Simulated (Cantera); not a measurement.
A perfectly stirred reactor is fed with CO : O2 : H2O : N2 = 0.0046 : 0.037 : 0.019 : 0.13 (molar parts), at 1.00 bar; it is held at 1273 K, and followed from long to short residence time.

Cantera simulation using GRI-Mech 3.0 (53 species, 325 reactions); the numbers are that mechanism's predictions, not measurements.

x: mole fraction; the columns are a selection and need not sum to one.

```json
[
 {"τ (s)": "0.93", "x CO": "0.000142", "x O2": "0.184", "x H2O": "0.101", "x OH": "(withheld)", "x HO2": "8.72e-7", "x H2": "1.65e-6"},
 {"τ (s)": "0.23", "x CO": "0.000365", "x O2": "0.184", "x H2O": "0.101", "x OH": "(withheld)", "x HO2": "2.13e-6", "x H2": "4.28e-6"},
 {"τ (s)": "0.057", "x CO": "0.000932", "x O2": "0.185", "x H2O": "0.101", "x OH": "(withheld)", "x HO2": "5.02e-6", "x H2": "1.11e-5"},
 {"τ (s)": "0.014", "x CO": "0.00235", "x O2": "0.185", "x H2O": "0.101", "x OH": "(withheld)", "x HO2": "1.10e-5", "x H2": "2.88e-5"},
 {"τ (s)": "0.0035", "x CO": "0.00550", "x O2": "0.186", "x H2O": "0.100", "x OH": "(withheld)", "x HO2": "2.08e-5", "x H2": "6.87e-5"},
 {"τ (s)": "0.00086", "x CO": "0.0114", "x O2": "0.189", "x H2O": "0.0999", "x OH": "0.000460", "x HO2": "3.25e-5", "x H2": "0.000135"},
 {"τ (s)": "0.00021", "x CO": "0.0187", "x O2": "0.192", "x H2O": "0.0994", "x OH": "0.000486", "x HO2": "3.92e-5", "x H2": "0.000160"}
]
```

Q: What belongs in the gaps?

A: 
- 0.93, x OH: 6.49e-5
- 0.23, x OH: 0.000101
- 0.057, x OH: 0.000156
- 0.014, x OH: 0.000236
- 0.0035, x OH: 0.000343
